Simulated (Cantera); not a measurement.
What does this Cantera script print?

```python
import numpy as np
import cantera as ct

gas_names = [...]  # 151 gases of nasa_gas.yaml made of C, H, N, O, Si
cond_names = """
    C(gr) C6H6(L) C7H8(L) C8H18(L),n-octa H2O(s) H2O(L) Si(cr) Si(L) SiC(b) SiO2(Lqz) SiO2(hqz) SiO2(L)
    Si2N2O(s) Si3N4(a)
""".split()


# ... load() reads the species with a 1 bar reference pressure and builds the phases ...
atoms = {
    'Si3N4': {'Si': 3, 'N': 4},
    'CO2': {'C': 1, 'O': 2},
    'N2': {'N': 2},
    'H2O': {'H': 2, 'O': 1},
}
top_T = {'C(gr)': 4500, 'SiC(b)': 3050, 'Si2N2O(s)': 2100, 'Si3N4(a)': 2400}  # K; cautious upper limits of use, not melting points


# ... equilibrate(T, P, feed) seeds the gas with the atoms and calls Mixture.equilibrate('TP', solver="vcs", rtol=1e-11, max_steps=5000) ...
results = []
feed = {'Si3N4': 1, 'CO2': 0.23, 'N2': 110, 'H2O': 0.016}  # mol
P = 4.2  # Pa
for T in [1073, 1098, 1123, 1148, 1173, 1198, 1223, 1248, 1273, 1298, 1323, 1348]:
    mix = equilibrate(T, P, feed)
    results.append((T, P, feed, dict(zip(mix.species_names, mix.species_moles))))

top = {s: max(r[3][s] / sum(r[3][g] for g in gas_names) for r in results) for s in gas_names}
cols = sorted((s for s in top if top[s] > 1e-06), key=lambda s: -top[s])[:7]
seen = [c for c in cond_names if any(r[3].get(c, 0) > 1e-12 for r in results)]
print("log10 of partial pressures in bar; condensed amounts in mol")
print(f"{'T/K':>10s}" + "".join(f"{s[:9]:>10s}" for s in cols + seen))
for T, P, feed, n in results:
    ng = sum(n[g] for g in gas_names)
    print(f"{T:10.4g}" + "".join(f"{np.log10(max(n[s] / ng * P / 1e5, 1e-99)):10.3f}" for s in cols)
          + "".join(f"{n.get(c, 0):10.4g}" for c in seen))
```

Result:

```
log10 of partial pressures in bar; condensed amounts in mol
       T/K        N2        H2        CO       SiO         H     C(gr)    SiC(b) Si2N2O(s)  Si3N4(a)
      1073    -4.377    -8.215   -10.067   -14.109   -11.961    0.2298         0    0.4758    0.6828
      1098    -4.377    -8.215    -9.701   -13.461   -11.714    0.2294         0    0.4755     0.683
      1123    -4.377    -8.216    -9.490   -12.841   -11.479         0    0.2291    0.4751    0.6069
      1148    -4.377    -8.216    -9.333   -12.249   -11.253         0    0.2288    0.4748    0.6072
      1173    -4.377    -8.216    -9.183   -11.683   -11.036         0    0.2283    0.4743    0.6077
      1198    -4.377    -8.216    -9.039   -11.141   -10.829         0    0.2276    0.4736    0.6084
      1223    -4.377    -8.216    -8.901   -10.622   -10.630         0    0.2267    0.4726    0.6093
      1248    -4.377    -8.217    -8.768   -10.123   -10.439         0    0.2255    0.4713    0.6105
      1273    -4.377    -8.218    -8.641    -9.645   -10.256         0     0.224    0.4694    0.6122
      1298    -4.377    -8.219    -8.519    -9.185   -10.079         0     0.222    0.4663    0.6145
      1323    -4.377    -8.220    -8.402    -8.743    -9.910         0    0.2196    0.4608     0.618
      1348    -4.377    -8.222    -8.289    -8.318    -9.747         0    0.2165    0.4499    0.6237
```

Cantera equilibrium calculation (NASA polynomials, part measured and part estimated; ideal gas, pure solids and liquids). Mutual solubility and eutectic melting of coexisting phases are not modelled.
